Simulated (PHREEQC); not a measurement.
A solution holds 0.011 mol NaBr, 0.07 mol MgSO4 and 0.014 mol LiCl per kg of water, at 20 °C. Closed to the air; pH follows from the charge balance.

The numbers come from PHREEQC with the ion-association model, wateq4f.dat.

Precipitation was switched off in this run.

Problem. Order these S species by the share of S that they hold, largest first: SO4-2, LiSO4-, MgSO4, NaSO4-.

Solution. SO4-2 (53 %), MgSO4 (45 %), LiSO4- (0.98 %), NaSO4- (0.83 %)

The ionic strength is 0.177 mol/kgw. Complexes and solids missing from the database can't appear.
